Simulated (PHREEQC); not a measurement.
Solution (70 °C): 0.11 mol/kgw CuSO4 and 0.27 mol/kgw NiCl2. It is in equilibrium with CO2 at log p = 0 (atm). Otherwise closed; pH follows from the charge balance.

All values are PHREEQC results (ion-association model, wateq4f.dat), not measurements.

Q: The ionic strength comes out as 0.707 mol/kgw. What activity coefficients do Cu+2, CuHCO3+, Cu2(OH)2+2, HCO3-, NiHCO3+ get?

A: Cu+2 0.20, CuHCO3+ 0.73, Cu2(OH)2+2 0.28, HCO3- 0.65, NiHCO3+ 0.73.

Precipitation was switched off in this run. Saturation is exceeded, for instance for Atacamite; the values hold only as long as no solid forms. The ionic strength is past about 0.7 mol/kgw, beyond the range of this activity model, so the values are rough. Constants without temperature data keep their 25 °C values here.
